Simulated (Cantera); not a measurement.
A Cantera script and what it prints.

```python
import numpy as np
import cantera as ct

gas_names = """
    CL CL2 H HCL H2 Si SiCL SiCL2 SiCL3 SiCL4 SiH SiHCL3 SiH2 SiH2CL2 SiH3 SiH3CL SiH4 Si2 Si3
""".split()
cond_names = """
    Si(cr) Si(L)
""".split()


# ... load() reads the species with a 1 bar reference pressure and builds the phases ...
atoms = {
    'SiH2Cl2': {'Si': 1, 'H': 2, 'CL': 2},
    'H2': {'H': 2},
}
top_T = {}  # K; cautious upper limits of use, not melting points


# ... equilibrate(T, P, feed) seeds the gas with the atoms and calls Mixture.equilibrate('TP', solver="vcs", rtol=1e-11, max_steps=5000) ...
results = []
feed = {'SiH2Cl2': 1, 'H2': 6.2}  # mol
T = 2300  # K
P = 530  # Pa
mix = equilibrate(T, P, feed)
results.append((T, P, feed, dict(zip(mix.species_names, mix.species_moles))))
x = sorted(zip(gas.X, gas.species_names), reverse=True)
print(f"T = {T:g} K  P = {P:g} Pa  gas = {mix.phase_moles(0):.4g} mol")
print("   x: " + "  ".join(f"{s} {v:.3e}" for v, s in x if v > 0.001))
print("   condensed (mol): " + ("  ".join(f"{mix.phase(i).name} {mix.phase_moles(i):.4g}"
      for i in range(1, mix.n_phases) if mix.phase_moles(i) > 1e-12) or "none"))
```

Result:

```
T = 2300 K  P = 530 Pa  gas = 9.518 mol
   x: H2 6.324e-01  HCL 1.405e-01  H 1.057e-01  Si 7.192e-02  SiCL2 2.239e-02  CL 1.692e-02  SiCL 7.808e-03  SiH 1.529e-03
   condensed (mol): none
```

Equilibrium computed with Cantera from the NASA thermochemical tables; the gas is ideal and each condensed phase is pure. The tables' values for SiCl, SiCl3 are old estimates; treat these amounts as uncertain. Gases not in the tables: Si2H6 and higher silanes.
